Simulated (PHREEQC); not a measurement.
1 kg of water holding 27 mmol/kgw NaCl, 53 mmol/kgw MgCl2 and 4.1 mmol/kgw CaCl2 is evaporated at 75 °C; the solids stay in contact with the brine. CO2 from the air is kept out. Only these solids could form: Bischofite, Brucite, Halite, Portlandite, MgCl2_4H2O.

All values are PHREEQC results (Pitzer model, pitzer.dat), not measurements.

| water left (kg) | ionic strength | water activity | Halite (mol) | Ca in solution (mol/kgw) |
|---|---|---|---|---|
| 1 | 0.198 | 0.996 | 0 | 0.00410 |
| 0.6755 | 0.294 | 0.995 | 0 | 0.00607 |
| 0.4563 | 0.435 | 0.992 | 0 | 0.00899 |
| 0.3082 | 0.643 | 0.989 | 0 | 0.0133 |
| 0.2082 | 0.952 | 0.983 | 0 | 0.0197 |
| 0.1407 | 1.41 | 0.974 | 0 | 0.0291 |
| 0.09502 | 2.09 | 0.960 | 0 | 0.0431 |
| 0.07809 | 2.54 | 0.949 | 0 | 0.0525 |
| 0.05275 | 3.76 | 0.918 | 0 | 0.0777 |
| 0.03564 | 5.56 | 0.862 | 0 | 0.115 |
| 0.02407 | 8.24 | 0.762 | 0 | 0.170 |
| 0.01627 | 11.8 | 0.615 | 0.00610 | 0.252 |
| 0.01099 | 15.9 | 0.454 | 0.0234 | 0.373 |

Halite from water left = 0.01627 kg.

Constants without temperature data keep their 25 °C values here.
